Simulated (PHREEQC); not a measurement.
TMAH is added in steps, without added water, to 1 kg of water holding 0.0037 mol CuCl2, 0.001 mol H2SO4 and 0.082 mol Na2SO4, at 25 °C. Oxygen alone is held at its pressure in air (log pO2 = -0.68). No CO2 enters from the air. No solid was allowed to form.

Base run: PHREEQC, ion-association model, wateq4f.dat. Each further column changes one thing. The table gives Cu+2 (mol/kgw).

```
TMAH added (mol)      base  temperature from 25 to 40 °C  0.039 mol/kgw ZnBr2 added  diluted 5-fold with water  solids may form
----------------  --------  ----------------------------  -------------------------  -------------------------  ---------------
0                  0.00172                       0.00169                    0.00218                   0.000438          0.00172
0.000625           0.00172                       0.00168                    0.00218                   0.000339          0.00172
0.001875           0.00171                       0.00168                    0.00217                    1.00e-6          0.00171
0.0025             0.00151                       0.00146                    0.00191                   2.95e-11          0.00153
0.00375            0.00102                      0.000922                    0.00130                   3.25e-12          0.00109
0.004375          0.000802                      0.000671                    0.00102                   1.83e-12         0.000878
0.005625          0.000444                      0.000265                   0.000574                   8.14e-13         0.000448
0.00625           0.000312                      0.000148                   0.000415                   5.98e-13         0.000259
0.0075            0.000134                       4.63e-5                   0.000214                   3.62e-13          1.50e-5
0.008125           7.69e-5                       2.45e-5                   0.000155                   2.94e-13          4.38e-9
0.009375           1.43e-6                       7.89e-7                    8.48e-5                   2.04e-13          4.36e-9
0.01              3.55e-10                       2.95e-9                    6.46e-5                   1.74e-13         7.97e-13
```

In at least one series the solution becomes supersaturated in solids that the run did not let form, among them Cu(OH)2, Brochantite, Antlerite, Atacamite. (CH3)4N+ isn't in the database: it is added as a free cation with an ion size of 4 Å. The database's constant for dissolved Cu(OH)2 is higher than later reviews accept. At this temperature some constants are extrapolated from 25 °C, and those without enthalpy data are left unchanged. Solids allowed in the column 'solids may form': Cu(OH)2, Brochantite, Antlerite, Atacamite, Halite, Mirabilite, Chalcanthite.
